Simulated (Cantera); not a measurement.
Feed: 1 mol SiC, 0.3 mol CO2, 880 mol H2, equilibrated at 775 °C.

Cantera equilibrium calculation (NASA polynomials, part measured and part estimated; ideal gas, pure solids and liquids). Candidate condensed phases: C, C6H6, C7H8, C8H18, H2O, Si, SiC, SiO2; 123 gas species. Mutual solubility and eutectic melting of coexisting phases are not modelled. Equilibrium is a limit: real reactors are often held back by kinetics, nucleation or transport.

x: gas mole fraction; n: condensed amount in mol.

```
P (Pa)    x H2     x CH4      x CO     x SiO      x H  x SiH4    x H2O  n SiC(s)  n SiO2(β-quartz)
-------  -----  --------  --------  --------  -------  ------  -------  --------  ----------------
0.100    0.999   1.14e-9  0.000511  0.000170  7.75e-6  <1e-12  4.87e-9     0.850                 0
1        0.999   2.13e-8  0.000469   4.47e-5  2.45e-6  <1e-12  2.39e-8     0.887            0.0738
10       1.000   9.69e-7  0.000454   2.10e-6  7.75e-7  <1e-12  5.09e-8     0.899            0.0990
100      1.000   4.31e-5  0.000426   9.95e-8  2.45e-7  <1e-12  1.07e-7     0.887             0.113
1000     0.999  0.000582   6.69e-5   8.56e-9  7.75e-8     ___  1.25e-7     0.729             0.271
10000    0.999  0.000682   2.68e-7   2.50e-9  2.45e-8     ___  4.27e-8     0.700             0.300
100000   0.999  0.000682  8.49e-10  7.90e-10  7.75e-9     ___  1.35e-8     0.700             0.300
1000000  0.999  0.000685  2.70e-12  2.49e-10  2.45e-9     ___  4.28e-9     0.698             0.300
```

Question: Complete the blanks.

Answer: 
- 1000, x SiH4: 2.72e-12
- 10000, x SiH4: 2.32e-10
- 100000, x SiH4: 2.32e-8
- 1000000, x SiH4: 2.31e-6
